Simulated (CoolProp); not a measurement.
Vapour-liquid equilibrium of ethanol (1) + n-decane (2) at 0.214 MPa; x and y are mole fractions of (1).

The numbers come from the multi-fluid Helmholtz-energy mixture model, Schroeder 2014 and Lemmon 2006; pair parameters Bell 2016 in CoolProp.

**Question.** Give the bubble temperature and the first vapour's composition at x = 0.05, 0.45, 0.55. Is there an azeotrope?

**Answer.** x = 0.05: 421.1 K, y = 0.763; x = 0.45: 377.6 K, y = 0.950; x = 0.55: 377.3 K, y = 0.951. No azeotrope shows between x = 0.05 and 0.95.

The pair parameters rest on a limited set of measurements; away from them the model extrapolates. With so large a gap from Raoult's law the liquid may split in two, which this calculation doesn't test in full.
